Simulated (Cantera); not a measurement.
# Ta + CO2 + H2 + O2 (tantalum, niobium, vanadium and zirconium in process gases)

A closed system holds: 1 mol Ta, 3.1 mol CO2, 440 mol H2, 0.043 mol O2, held at 0.00645 Torr.

Equilibrium computed with Cantera from the NASA thermochemical tables; the gas is ideal and each condensed phase is pure. Candidate condensed phases: C, C6H6, C7H8, C8H18, H2O, Ta, TaC, Ta2O5; 113 gas species. The numbers say what is thermodynamically allowed, not how fast it happens.

```tsv
T (K)	x H	x H2	x CO	x H2O	x TaO2	x O	x TaO
1925	0.275	0.714	0.00601	0.00234	0.00180	2.24e-5	0.000138
1950	0.320	0.670	0.00586	0.00225	0.00175	3.46e-5	0.000146
1975	0.368	0.622	0.00569	0.00215	0.00168	5.28e-5	0.000153
2000	0.419	0.571	0.00551	0.00204	0.00162	8.00e-5	0.000159
2025	0.472	0.518	0.00533	0.00190	0.00155	0.000120	0.000165
2050	0.527	0.464	0.00514	0.00174	0.00149	0.000177	0.000171
2075	0.582	0.410	0.00494	0.00156	0.00142	0.000257	0.000178
2100	0.635	0.357	0.00476	0.00135	0.00135	0.000363	0.000187
2125	0.686	0.306	0.00458	0.00113	0.00128	0.000499	0.000200
2150	0.733	0.260	0.00441	0.000911	0.00121	0.000661	0.000219
2175	0.775	0.217	0.00426	0.000698	0.00113	0.000839	0.000245
2200	0.813	0.179	0.00413	0.000512	0.00105	0.00102	0.000282
2225	0.846	0.147	0.00402	0.000360	0.000967	0.00120	0.000329
2250	0.874	0.119	0.00392	0.000245	0.000877	0.00137	0.000387
```
x: gas mole fraction; nothing condenses.

From 1925 K to 2250 K nothing is condensed. The main Ta-bearing gas is TaO2 throughout.
